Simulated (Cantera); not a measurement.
What does this Cantera script print?

```python
import numpy as np
import cantera as ct

gas_names = """
    HI N NH3 N2
""".split()
cond_names = """
    Mg(cr) Mg(L) MgI2(s) MgI2(L)
""".split()


# ... load() reads the species with a 1 bar reference pressure and builds the phases ...
species = {s.name: s for s in load("nasa_gas.yaml", gas_names) + load("nasa_condensed.yaml", cond_names)}
# Each term lists the table entries of one substance; the one whose range holds T is used.
reactions = {
    '3 Mg + 6 HI(g) + 2 N(g) = 2 NH3(g) + 3 MgI2':
        [(-3, ['Mg(cr)', 'Mg(L)']), (-6, ['HI']), (-2, ['N']), (2, ['NH3']), (3, ['MgI2(s)', 'MgI2(L)'])],
    '2 NH3(g) + 3 MgI2 = 3 Mg + 6 HI(g) + N2(g)':
        [(-2, ['NH3']), (-3, ['MgI2(s)', 'MgI2(L)']), (3, ['Mg(cr)', 'Mg(L)']), (6, ['HI']), (1, ['N2'])],
}


def pick(names, T):
    return next(species[n] for n in names if species[n].thermo.min_temp <= T <= species[n].thermo.max_temp)


results = []
for label, terms in reactions.items():
    print(label)
    print("     T/K   dH/kJ  dS/(J/K)   dG/kJ   log10 K")
    for T in [975, 1025, 1075, 1125, 1175, 1225, 1275, 1325, 1375]:
        used = [(nu, pick(names, T)) for nu, names in terms]
        dH = sum(nu * s.thermo.h(T) for nu, s in used) / 1e6
        dS = sum(nu * s.thermo.s(T) for nu, s in used) / 1e3
        dG = dH - T * dS / 1e3
        logK = -dG * 1e6 / (ct.gas_constant * T * np.log(10))
        results.append((label, T, dH, dS, dG, logK, [s.name for _, s in used]))
        print(f"{T:8g} {dH:8.1f} {dS:8.1f} {dG:8.1f} {logK:8.2f}")
```

Output:

```
3 Mg + 6 HI(g) + 2 N(g) = 2 NH3(g) + 3 MgI2
     T/K   dH/kJ  dS/(J/K)   dG/kJ   log10 K
     975  -2211.8   -767.0  -1464.0    78.43
    1025  -2208.3   -763.5  -1425.8    72.66
    1075  -2204.7   -760.1  -1387.7    67.43
    1125  -2201.2   -756.8  -1349.8    62.67
    1175  -2197.5   -753.7  -1312.0    58.32
    1225  -2193.9   -750.6  -1274.4    54.34
    1275  -2190.2   -747.7  -1236.9    50.67
    1325  -2186.5   -744.8  -1199.6    47.29
    1375  -2182.8   -742.1  -1162.4    44.16
2 NH3(g) + 3 MgI2 = 3 Mg + 6 HI(g) + N2(g)
     T/K   dH/kJ  dS/(J/K)   dG/kJ   log10 K
     975   1259.0    638.5    636.5   -34.10
    1025   1255.0    634.5    604.7   -30.81
    1075   1251.0    630.7    573.0   -27.84
    1125   1247.0    627.1    541.6   -25.15
    1175   1243.0    623.6    510.3   -22.69
    1225   1238.9    620.2    479.2   -20.43
    1275   1234.9    616.9    448.3   -18.37
    1325   1230.8    613.8    417.5   -16.46
    1375   1226.7    610.7    386.9   -14.70
```

Source: NASA polynomial tables (part measured, part estimated), evaluated in Cantera. Condensed species are held in their standard states even where they would react or evaporate.
